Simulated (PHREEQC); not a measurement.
Make-up at 15 °C: 0.0074 mol/kgw NH4Cl, 0.086 mol/kgw K2HPO4 and 6e-05 mol/kgw NaCl. Closed to the air; pH follows from the charge balance.

The numbers come from PHREEQC with the ion-association model, phreeqc.dat.

```csv
quantity,before,after
pH,8.79,8.92
ionic strength (mol/kgw),0.251,0.247
NH3 (mol/kgw),0.000708,0.000461
SI of Halite (NaCl),-8.21,-8.51
```

Which change was made?
(A) NH4Cl from 0.0074 to 0.0037 mol/kgw
(B) diluted 5-fold with water
(C) K2HPO4 left out
(D) temperature from 15 to 45 °C
(E) K2HPO4 from 0.086 to 0.0086 mol/kgw

A, NH4Cl from 0.0074 to 0.0037 mol/kgw

No solid was allowed to form.
